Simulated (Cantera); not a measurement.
Cantera run, input and output.

```python
import numpy as np
import cantera as ct

gas = ct.Solution("gri30.yaml")


def delay(T, t_max=10):
    gas.TPX = T, 310000, {'CO': 1, 'H2': 0.11, 'CH4': 0.49, 'O2': 2.48, 'N2': 9.31}
    reactor = ct.IdealGasConstPressureReactor(gas, clone=False)
    net = ct.ReactorNet([reactor])
    net.rtol, net.atol = 1e-8, 1e-16
    while net.time < t_max:
        t_old, T_old = net.time, reactor.T
        net.step()
        if reactor.T > T + 400:  # ignition: a rise of 400 K
            return t_old + (T + 400 - T_old) / (reactor.T - T_old) * (net.time - t_old)
    return np.nan


taus = []
for T in [1050, 1150, 1250, 1350, 1450, 1550, 1650]:
    taus.append(delay(T))
    print(f"T0 = {T:6g} K   tau = {taus[-1]:.4e} s")
```

Result:

```
T0 =   1050 K   tau = 6.8840e-03 s
T0 =   1150 K   tau = 2.3702e-03 s
T0 =   1250 K   tau = 9.6916e-04 s
T0 =   1350 K   tau = 4.1265e-04 s
T0 =   1450 K   tau = 1.8978e-04 s
T0 =   1550 K   tau = 9.6246e-05 s
T0 =   1650 K   tau = 5.3270e-05 s
```

Detailed kinetics in Cantera: GRI-Mech 3.0 (53 species, 325 reactions).
